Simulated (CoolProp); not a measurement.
1-butene along the isobar 14900 kPa: density (kg/m³) from the reference equation and from simpler models built on Tc = 146.1 °C, pc = 4006 kPa, ω = 0.192; each cubic takes its own stable root.

Model: reference Helmholtz-energy equation of state, Lemmon 2005, in CoolProp. It is a short technical equation, of lower accuracy than the large ones.

```tsv
T (°C)	phase	reference
7.35	liquid	629.1
26.25	liquid	609.8
45.05	liquid	590.1
63.85	liquid	569.6
82.65	liquid	548.4
101.45	liquid	526.1
120.25	liquid	502.5
139.05	liquid	477.6
157.85	supercritical	450.9
176.65	supercritical	422.6
195.45	supercritical	392.6
214.25	supercritical	361.6
233.05	supercritical	330.6
251.85	supercritical	301.2
```

**Question.** How far does each simpler model (Redlich-Kwong, Soave-Redlich-Kwong, Peng-Robinson) lie from the reference over these 14 states: mean and median of the absolute difference, and the worst?

**Answer.** 
- Redlich-Kwong: mean 7.1 %, median 7.7 %, worst -8.2 % at 139.05 °C and 14900 kPa
- Soave-Redlich-Kwong: mean 7.9 %, median 7.6 %, worst -10.3 % at 233.05 °C and 14900 kPa
- Peng-Robinson: mean 3.5 %, median 3.4 %, worst +5.8 % at 26.25 °C and 14900 kPa
